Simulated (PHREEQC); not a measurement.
Solution (93 °C): 0.22 mol/kgw FeCl2. Closed to the air; pH follows from the charge balance.

Computed with PHREEQC (ion-association model, phreeqc.dat).

```csv
quantity,before,after
pH,4.53,4.87
ionic strength (mol/kgw),0.622,0.0650
```

**Question.** Which change was made?
(A) FeCl2 replaced by ZnCl2 at the same molality
(B) diluted 10-fold with water
(C) FeCl2 from 0.22 to 0.33 mol/kgw
(D) FeCl2 replaced by HCl at the same molality
(E) 0.0069 mol/kgw KOH added

**Answer.** B, diluted 10-fold with water

Precipitation was switched off in this run. At this temperature some constants are extrapolated from 25 °C, and those without enthalpy data are left unchanged.
